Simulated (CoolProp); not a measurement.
Saturation properties of chloromethane (R40) (Tc = 418.6 K, pc = 6.929 MPa, ω = 0.150).

Model: reference Helmholtz-energy equation of state, Thol 2014, in CoolProp.

```tsv
T (K)	p (MPa)	enthalpy of vaporisation (kJ/kg)	liquid cp (kJ/(kg K))	vapour Z
322.7	1.112	341.4	1.704	0.8350
333.9	1.450	324.7	1.757	0.8045
345.1	1.858	306.6	1.827	0.7706
356.3	2.345	286.5	1.924	0.7330
367.6	2.923	263.8	2.064	0.6905
378.8	3.594	237.9	2.283	0.6428
390	4.372	207.1	2.685	0.5876
401.2	5.270	167.6	3.671	0.5205
```

It boils at 249.2 K under 1 atm.
